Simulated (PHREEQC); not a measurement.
Solution (5 °C): 0.025 mol/kgw CdCl2, 0.0098 mol/kgw H3BO3 and 0.0053 mol/kgw HCl. Closed to the air; pH follows from the charge balance.

Computed with PHREEQC (ion-association model, phreeqc.dat).

Precipitation was switched off in this run.

### Question
What pH does the model give?

### Answer
pH 2.34.

### Question
In which forms is Cl present?

### Answer
Cl- 69 %, CdCl+ 26 %, CdCl2 5.2 % of the Cl.

Species that the database lacks are ignored. Away from 25 °C the constants follow the database's enthalpies or fits; those with neither stay at their 25 °C values.
